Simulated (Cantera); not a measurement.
**Thermodynamics of silicon carbide growth, feed SiCl4 + CH4 + H2 + C3H8**

Charge: 1 mol SiCl4, 1.6 mol CH4, 37 mol H2, 0.75 mol C3H8, at 30.0 mbar.

These are equilibrium values from Cantera (NASA tables, ideal gas, pure condensed phases), not measurements of a reactor. Candidate condensed phases: C, C6H6, C7H8, C8H18, Si, SiC; 109 gas species. The tables' values for SiCl3 are old estimates; treat these amounts as uncertain. Equilibrium is a limit: real reactors are often held back by kinetics, nucleation or transport.

From 900 K to 1450 K the condensed part is C(graphite) + SiC(s). The main Si-bearing gas is SiCl4 at 900 K and SiCl2 at 1450 K. The share of Si in condensed phases is highest at 1300 K (99.6 %) and lowest at 900 K (59.3 %).

```json
[
 {"T (K)": "900", "log p H2": "-1.55", "log p HCl": "-2.79", "log p SiCl4": "-3.58", "log p CH4": "-3.62", "n C(graphite)": "2.90", "n SiC(s)": "0.593"},
 {"T (K)": "950", "log p H2": "-1.56", "log p HCl": "-2.69", "log p SiCl4": "-3.81", "log p CH4": "-3.89", "n C(graphite)": "2.90", "n SiC(s)": "0.756"},
 {"T (K)": "1000", "log p H2": "-1.56", "log p HCl": "-2.63", "log p SiCl4": "-4.13", "log p CH4": "-4.14", "n C(graphite)": "2.86", "n SiC(s)": "0.879"},
 {"T (K)": "1050", "log p H2": "-1.56", "log p HCl": "-2.60", "log p SiCl4": "-4.52", "log p CH4": "-4.37", "n C(graphite)": "2.84", "n SiC(s)": "0.948"},
 {"T (K)": "1100", "log p H2": "-1.56", "log p HCl": "-2.58", "log p SiCl4": "-4.94", "log p CH4": "-4.57", "n C(graphite)": "2.83", "n SiC(s)": "0.978"},
 {"T (K)": "1150", "log p H2": "-1.56", "log p HCl": "-2.58", "log p SiCl4": "-5.35", "log p CH4": "-4.76", "n C(graphite)": "2.83", "n SiC(s)": "0.990"},
 {"T (K)": "1200", "log p H2": "-1.56", "log p HCl": "-2.58", "log p SiCl4": "-5.73", "log p CH4": "-4.93", "n C(graphite)": "2.84", "n SiC(s)": "0.994"},
 {"T (K)": "1250", "log p H2": "-1.56", "log p HCl": "-2.58", "log p SiCl4": "-6.09", "log p CH4": "-5.09", "n C(graphite)": "2.84", "n SiC(s)": "0.995"},
 {"T (K)": "1300", "log p H2": "-1.56", "log p HCl": "-2.58", "log p SiCl4": "-6.42", "log p CH4": "-5.23", "n C(graphite)": "2.85", "n SiC(s)": "0.996"},
 {"T (K)": "1350", "log p H2": "-1.56", "log p HCl": "-2.58", "log p SiCl4": "-6.73", "log p CH4": "-5.37", "n C(graphite)": "2.85", "n SiC(s)": "0.995"},
 {"T (K)": "1400", "log p H2": "-1.56", "log p HCl": "-2.58", "log p SiCl4": "-7.01", "log p CH4": "-5.49", "n C(graphite)": "2.85", "n SiC(s)": "0.994"},
 {"T (K)": "1450", "log p H2": "-1.56", "log p HCl": "-2.58", "log p SiCl4": "-7.28", "log p CH4": "-5.61", "n C(graphite)": "2.85", "n SiC(s)": "0.992"}
]
```
log p: log10 of the partial pressure in bar; n: condensed amount in mol.
